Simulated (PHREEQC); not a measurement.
## Nickel, zinc or cadmium bath

Dissolve 0.11 mol/kgw CdCl2, 0.12 mol/kgw NaCl and 0.071 mol/kgw MnSO4 at 27 °C. Closed to the air; pH follows from the charge balance.

Computed with PHREEQC (ion-association model, wateq4f.dat).

This is a speciation only: nothing precipitates in the calculation.

Q: Estimate the pH.

A: pH 5.57.

Q: In which forms is Na present?

A: Na+ 96 %, NaSO4- 4.1 % of the Na.
